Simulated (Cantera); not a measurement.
Input: 1 mol Cu2O, 1.9 mol CH4, 0.16 mol CO, at 0.000280 bar.

These are equilibrium values from Cantera (NASA tables, ideal gas, pure condensed phases), not measurements of a reactor. Candidate condensed phases: C, C6H6, C7H8, C8H18, Cu, CuO, Cu(OH)2, Cu2O, H2O; 113 gas species. The numbers say what is thermodynamically allowed, not how fast it happens.

x: gas mole fraction; n: condensed amount in mol.

```tsv
T (°C)	x H2	x H	x Cu	x CO	x C2H2 (acetylene)	n C(graphite)	n Cu(s)	n Cu(l)
1025	0.766	5.60e-5	0.000537	0.234	4.27e-7	0.900	2.00	0
1125	0.762	0.000247	0.00463	0.233	1.87e-6	0.900	0	1.98
1225	0.744	0.000886	0.0284	0.227	6.55e-6	0.900	0	1.85
1325	0.658	0.00258	0.138	0.201	1.77e-5	0.900	0	1.20
1425	0.541	…	0.286	0.166	…	0.899	0	0
1525	0.534	0.0154	0.285	0.165	9.21e-5	0.899	0	0
1625	0.520	…	0.282	0.164	…	0.897	0	0
1725	0.494	0.0673	0.278	0.161	0.000374	0.895	0	0
1825	0.450	0.123	0.270	0.156	0.000642	0.890	0	0
1925	0.385	0.207	0.258	0.149	0.000977	0.884	0	0
2025	0.302	0.314	0.242	0.140	0.00129	0.876	0	0
2125	0.210	0.432	0.225	0.131	0.00145	0.860	0	0
```

Complete the blanks.


- 1425, x H: 0.00636
- 1425, x C2H2 (acetylene): 3.90e-5
- 1625, x H: 0.0337
- 1625, x C2H2 (acetylene): 0.000196
